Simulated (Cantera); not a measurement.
Fe + CO2 + N2 (metals in furnace atmospheres)

Feed: 1 mol Fe, a varied amount of CO2, 9 mol N2, at 2073 K and 285 Torr.

Cantera equilibrium calculation (NASA polynomials, part measured and part estimated; ideal gas, pure solids and liquids). Candidate condensed phases: C, Fe, Fe(CO)5, FeO, Fe2O3, Fe3O4; 27 gas species. Each liquid is taken as pure. Mutual solubility and eutectic melting of coexisting phases are not modelled. The tables' stoichiometric FeO is somewhat more stable than real wüstite, so its field is too wide. FeO: taken at fixed stoichiometry. Rates play no part.

```csv
n(CO2) (mol),log p N2,log p CO,log p CO2,log p Fe,n Fe(l),n FeO(l)
0.14,-0.43,-2.28,-3.29,-3.10,0.853,0.127
0.25,-0.43,-2.03,-3.04,-3.10,0.753,0.227
0.37,-0.44,-1.87,-2.87,-3.10,0.643,0.337
0.48,-0.44,-1.76,-2.77,-3.10,0.543,0.437
0.59,-0.45,-1.67,-2.68,-3.10,0.442,0.537
0.7,-0.45,-1.60,-2.61,-3.10,0.342,0.637
0.81,-0.46,-1.54,-2.55,-3.10,0.241,0.738
0.92,-0.46,-1.49,-2.50,-3.10,0.141,0.838
1,-0.47,-1.46,-2.47,-3.10,0.0680,0.911
```
log p: log10 of the partial pressure in bar; n: condensed amount in mol.

From 0.14 mol CO2 to 1 mol CO2 the condensed part is Fe(l) + FeO(l). The main Fe-bearing gas is Fe throughout.
